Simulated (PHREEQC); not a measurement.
Dissolve 0.044 mol MgCl2, 0.0002 mol Na2CO3, 0.0013 mol H4SiO4 and 0.015 mol HBr per kg of water at 36 °C. Closed to the air; pH follows from the charge balance.

All values are PHREEQC results (Pitzer model, pitzer.dat), not measurements.

The pH is 1.94 and the ionic strength comes out as 0.147 mol/kgw. The specific conductance comes out as 17000 µS/cm. The density is 0.998 g/cm³ and the osmotic coefficient comes out as 0.881. The total alkalinity is -14.6 meq/kg.

```json
[
 {"species": "Cl-", "molality": "0.0880", "activity": "0.0649", "log γ": "-0.132"},
 {"species": "Mg+2", "molality": "0.0440", "activity": "0.0157", "log γ": "-0.447"},
 {"species": "Br-", "molality": "0.0150", "activity": "0.0112", "log γ": "-0.126"},
 {"species": "H+", "molality": "0.0146", "activity": "0.0115", "log γ": "-0.104"},
 {"species": "H4SiO4", "molality": "0.00130", "activity": "0.00133", "log γ": "0.009"},
 {"species": "Na+", "molality": "0.000400", "activity": "0.000308", "log γ": "-0.114"},
 {"species": "CO2", "molality": "0.000200", "activity": "0.000203", "log γ": "0.007"},
 {"species": "HCO3-", "molality": "1.29e-8", "activity": "8.90e-9", "log γ": "-0.161"}
]
```

No solid was allowed to form. Complexes and solids missing from the database can't appear. Constants without temperature data keep their 25 °C values here.
